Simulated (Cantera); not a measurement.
A freely propagating, adiabatic, planar premixed flame of H₂ : O₂ : N₂ = 1 : 0.2 : 0.752 (molar parts), equivalence ratio 2.5, unburnt at 350 K and 1.00 bar; mixture-averaged transport, grid criteria slope 0.08 and curve 0.16, no radiation.

Computed with Cantera and the H2/O2 subset of GRI-Mech 3.0, which has no nitrogen chemistry. Burning velocities carry a grid error of a few per cent, more on coarse grids.

### Question
Predict: laminar burning velocity; thermal thickness; peak x(HO₂); peak x(H₂O₂); peak x(OH).

### Answer
| Property | Result |
|---|---|
| laminar burning velocity | 339 cm/s |
| thermal thickness | 0.371 mm |
| peak x(HO₂) | 0.000408 |
| peak x(H₂O₂) | 6.65e-5 |
| peak x(OH) | 0.00153 |
